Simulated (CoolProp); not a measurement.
R1224YDZ along the isobar 9.8 MPa: density (kg/m³) from the reference equation and from simpler models built on Tc = 155.5 °C, pc = 3.334 MPa, ω = 0.325; each cubic takes its own stable root.

The numbers come from the reference Helmholtz-energy equation of state, Akasaka 2023 in CoolProp.

```tsv
T (°C)	phase	reference
-71.65	liquid	1615
-67.05	liquid	1605
-62.45	liquid	1594
-57.75	liquid	1583
-53.15	liquid	1573
-48.45	liquid	1562
-43.85	liquid	1552
-39.15	liquid	1541
-34.55	liquid	1531
-29.85	liquid	1520
-25.25	liquid	1510
-20.55	liquid	1499
```

How far does each simpler model (van der Waals, Soave-Redlich-Kwong, Peng-Robinson) lie from the reference over these 12 states: mean and median of the absolute difference, and the worst?


- van der Waals: mean 40.2 %, median 40.2 %, worst -40.9 % at -71.65 °C and 9.8 MPa
- Soave-Redlich-Kwong: mean 10.9 %, median 10.8 %, worst -11.7 % at -71.65 °C and 9.8 MPa
- Peng-Robinson: mean 0.6 %, median 0.5 %, worst +1.0 % at -20.55 °C and 9.8 MPa
